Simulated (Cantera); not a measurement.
A Cantera script and what it prints.

```python
import numpy as np
import cantera as ct

gas_names = """
    CL CL2 H HCL H2 Si SiCL SiCL2 SiCL3 SiCL4 SiH SiHCL3 SiH2 SiH2CL2 SiH3 SiH3CL SiH4 Si2 Si3
""".split()
cond_names = """
    Si(cr) Si(L)
""".split()


# ... load() reads the species with a 1 bar reference pressure and builds the phases ...
atoms = {
    'Si2H6': {'Si': 2, 'H': 6},
    'HCl': {'H': 1, 'CL': 1},
    'H2': {'H': 2},
}
top_T = {}  # K; cautious upper limits of use, not melting points


# ... equilibrate(T, P, feed) seeds the gas with the atoms and calls Mixture.equilibrate('TP', solver="vcs", rtol=1e-11, max_steps=5000) ...
results = []
feed = {'Si2H6': 1, 'HCl': 0.34, 'H2': 290}  # mol
T = 1375  # K
P = 2500  # Pa
mix = equilibrate(T, P, feed)
results.append((T, P, feed, dict(zip(mix.species_names, mix.species_moles))))
x = sorted(zip(gas.X, gas.species_names), reverse=True)
print(f"T = {T:g} K  P = {P:g} Pa  gas = {mix.phase_moles(0):.4g} mol")
print("   x: " + "  ".join(f"{s} {v:.3e}" for v, s in x if v > 0.001))
print("   condensed (mol): " + ("  ".join(f"{mix.phase(i).name} {mix.phase_moles(i):.4g}"
      for i in range(1, mix.n_phases) if mix.phase_moles(i) > 1e-12) or "none"))
```

Output:

```
T = 1375 K  P = 2500 Pa  gas = 293.3 mol
   x: H2 9.988e-01  HCL 1.151e-03
   condensed (mol): Si(cr) 1.999
```

Method: chemical equilibrium by Gibbs-energy minimisation in Cantera with the NASA 1993 tables (ideal gas, pure condensed phases). The feed counts by its element totals alone.
